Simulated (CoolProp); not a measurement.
Vapour-liquid equilibrium of chloromethane (R40) (1) + isobutene (2) at 1.9 bar; x and y are mole fractions of (1).

Computed with CoolProp (multi-fluid Helmholtz-energy mixture model, Thol 2014 and Lemmon 2005; pair parameters Bell 2016).

```
x     bubble temperature (K)  y at the bubble point  dew temperature at overall composition x (K)  liquid density (mol/L)
----  ----------------------  ---------------------  --------------------------------------------  ----------------------
0.05                   281.3                  0.109                                         282.5                   11.09
0.15                   278.0                  0.281                                         280.6                   11.68
0.25                   275.3                  0.413                                         278.6                   12.31
0.35                   273.2                  0.519                                         276.6                   12.99
0.45                   271.4                  0.609                                         274.6                   13.72
0.55                   269.8                  0.689                                         272.6                   14.53
0.65                   268.5                  0.763                                         270.6                   15.41
0.75                   267.3                  0.833                                         268.7                   16.39
0.85                   266.1                  0.900                                         267.0                   17.47
0.95                   265.1                  0.967                                         265.4                   18.67
```

No azeotrope shows between x = 0.05 and 0.95.

The pair parameters rest on a limited set of measurements; away from them the model extrapolates.
